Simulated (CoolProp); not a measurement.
A single-stage vapour-compression cycle with ethane: evaporating at 201.15 K (dew point), condensing at 222.15 K (bubble point), superheat 2 K, subcooling 8 K, compressor efficiency 0.6, no pressure losses. Each further row changes one setting.

Computed with CoolProp (reference Helmholtz-energy equation of state, Bücker 2006).

| case | cooling COP | pressure ratio | discharge temperature (K) | refrigerating effect (kJ/kg) | volumetric capacity (kJ/m³) |
|---|---|---|---|---|---|
| as stated | (withheld) | 2.33 | 259.2 | 436 | 1880 |
| evaporating temperature 206.15 K | 7.46 | 1.87 | (withheld) | 441 | 2340 |
| condensing temperature 217.15 K | (withheld) | 1.93 | 246.6 | 449 | 1940 |
| subcooling 13 K | 5.60 | 2.33 | 259.2 | 449 | 1940 |
| superheat 12 K | 5.32 | 2.33 | 270.8 | 451 | (withheld) |
| compressor efficiency 0.5 | 4.53 | 2.33 | 268.4 | 436 | 1880 |

Task: Fill in the missing entries.

Result: 
- as stated, cooling COP: 5.44
- evaporating temperature 206.15 K, discharge temperature (K): 249.9
- condensing temperature 217.15 K, cooling COP: 7.29
- superheat 12 K, volumetric capacity (kJ/m³): 1840
